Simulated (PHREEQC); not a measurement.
PHREEQC input (ion-association model, wateq4f.dat):

```
SOLUTION_MASTER_SPECIES
  An  An-  0  An  62.0  # stands for a non-complexing anion
SOLUTION_SPECIES
  An- = An-
    -log_k 0
    -gamma 3.0 0
PHASES
  Fix_H+
    H+ = H+
    -log_k 0
SOLUTION 1
  temp 25
  units mmol/kgw
  pH 7 charge
  Cl 0.2
  Cu(2) 0.1
  Na 10
  An 10
END
SELECTED_OUTPUT 1
  -reset false
  -pH true
  -pe true
  -ionic_strength true
  -water true
  -totals Cl Cu Na Cu(1) Cu(2)
  -molalities Hfo_wOH Hfo_wOH2+ Hfo_wO- Hfo_sOH Hfo_sOH2+ Hfo_sO- Hfo_sOCu+ Hfo_wOCu+
  -saturation_indices Cu(OH)2 Atacamite Halite
USER_PUNCH 1
  -headings sigma psi
  10 PUNCH EDL("sigma", "Hfo"), EDL("psi", "Hfo")
PRINT
  -reset false
USE solution 1
SURFACE 1
  Hfo_wOH 0.000247191 600 0.11
  Hfo_sOH 6.17978e-06
EQUILIBRIUM_PHASES 1
  Fix_H+ -3 HAn 10
    -force_equality true
  O2(g) -0.68 10
END
# ... the last block is repeated for the other 12 points of pH, with NaOH or the acid as the point needs
```

Selected output (columns that matter, 13 of 13 rows; pH added in front):

```
pH	mu	Cu	Na	m_Hfo_wOH	m_Hfo_wOH2+	m_Hfo_wO-	m_Hfo_sOH	m_Hfo_sOH2+	m_Hfo_sO-	si_Cu(OH)2	si_Atacamite	si_Halite	sigma	psi
3	0.011512	9.9983e-05	0.01	2.9821e-05	0.00021727	9.3766e-08	7.4383e-07	5.4194e-06	2.3388e-09	-6.8212	-10.45	-7.3767	0.32547	0.20276
3.67	0.010621	9.9709e-05	0.01	7.4465e-05	0.00017194	7.3883e-07	1.7897e-06	4.1324e-06	1.7757e-08	-5.4765	-8.4287	-7.3734	0.25673	0.19265
4.33	0.010404	9.6984e-05	0.01	0.00012205	0.0001216	2.8065e-06	1.9321e-06	1.9249e-06	4.4427e-08	-4.1671	-6.4695	-7.3725	0.18083	0.1752
5	0.010309	8.577e-05	0.01	0.00015604	7.4904e-05	7.4465e-06	4.9323e-07	2.3677e-07	2.3538e-08	-2.8801	-4.5654	-7.3722	0.11974	0.15432
5.67	0.01022	5.0203e-05	0.010038	0.0001553	2.9215e-05	1.8912e-05	1.0986e-07	2.0666e-08	1.3378e-08	-1.7748	-3.0245	-7.3702	0.087878	0.13875
6.33	0.010192	1.7145e-05	0.01012	0.00012002	7.7276e-06	4.2701e-05	4.9006e-08	3.1553e-09	1.7436e-08	-0.9533	-2.0414	-7.3665	0.069983	0.12726
7	0.010187	5.6327e-06	0.010164	9.0302e-05	2.8388e-06	6.5805e-05	3.2136e-08	1.0102e-09	2.3418e-08	-0.4578	-1.7203	-7.3646	0.045875	0.10604
7.67	0.010192	5.4659e-06	0.010183	7.7415e-05	1.7239e-06	7.9641e-05	2.7499e-08	6.1236e-10	2.8289e-08	-0.2403	-1.9554	-7.3638	0.024254	0.075265
8.33	0.010199	6.716e-06	0.010195	7.1242e-05	1.3295e-06	8.7457e-05	2.5663e-08	4.789e-10	3.1505e-08	-0.1337	-2.4021	-7.3633	0.010417	0.040762
9	0.010211	7.8233e-06	0.01021	6.7383e-05	1.1229e-06	9.2629e-05	2.4581e-08	4.0964e-10	3.379e-08	-0.0659	-2.9366	-7.3627	0.00093171	0.0040341
9.67	0.010255	9.0236e-06	0.010258	6.3903e-05	9.5975e-07	9.7472e-05	2.3636e-08	3.5498e-10	3.6052e-08	-0.0038	-3.4825	-7.3608	-0.0081456	-0.032929
10.33	0.010445	1.0958e-05	0.010453	5.9298e-05	7.7309e-07	0.0001042	2.2436e-08	2.925e-10	3.9423e-08	0.0801	-3.975	-7.3534	-0.021082	-0.068337
11	0.011334	1.5104e-05	0.011349	5.2041e-05	5.3563e-07	0.00011583	2.0708e-08	2.1314e-10	4.6092e-08	0.2172	-4.3725	-7.321	-0.044513	-0.1019
```

Along this series the solution becomes supersaturated in solids that the run did not let form, among them Cu(OH)2. The database's constant for dissolved Cu(OH)2 is higher than later reviews accept. The oxide is taken as insoluble; below pH 4 it would dissolve.
